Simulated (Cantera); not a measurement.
Input: 1 mol B₂O₃, 31 mol H₂, 0.72 mol N₂, at 1300 K and 15.8 Torr.

Cantera equilibrium calculation (NASA polynomials, part measured and part estimated; ideal gas, pure solids and liquids). Candidate condensed phases: B, BN, B₂O₃, B₃O₃H₃, H₂O; 39 gas species. N₂ is the only nitrogen source here; it is nearly inert below about 1500 K, so the nitride shown seldom forms there in practice. Mutual solubility and eutectic melting of coexisting phases are not modelled. The numbers say what is thermodynamically allowed, not how fast it happens.

Task: What is the equilibrium state?

Result: 
```
Property                                   Value
------------------------------------  ----------
x(H₂)                                      0.976
x(N₂)                                     0.0224
x(H₂O)                                  0.000647
x(HBO₂)                                 0.000540
x(HBO)                                  0.000106
x(B₂O₃)                                  8.87e-6
x(H)                                     7.54e-6
n(BN(s))                              0.0183 mol
n(B₂O₃(l))                             0.980 mol
gas amount                             31.72 mol
log10 activity of B(s) (absent)            -3.81
log10 activity of B₃O₃H₃(s) (absent)      -12.41
```
